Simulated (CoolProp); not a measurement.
Vapour-liquid equilibrium of cyclohexane (1) + o-xylene (2) at 1.12 MPa; x and y are mole fractions of (1).

The numbers come from the multi-fluid Helmholtz-energy mixture model, Zhou 2014 and Zhou 2012; pair parameters Bell 2016 in CoolProp.

**Question.** Give the bubble temperature and the first vapour's composition at x = 0.35, 0.5, 0.8. Is there an azeotrope?

**Answer.** x = 0.35: 499.3 K, y = 0.595; x = 0.5: 487.9 K, y = 0.728; x = 0.8: 470.9 K, y = 0.906. No azeotrope shows between x = 0.05 and 0.95.

The pair parameters rest on a limited set of measurements; away from them the model extrapolates.
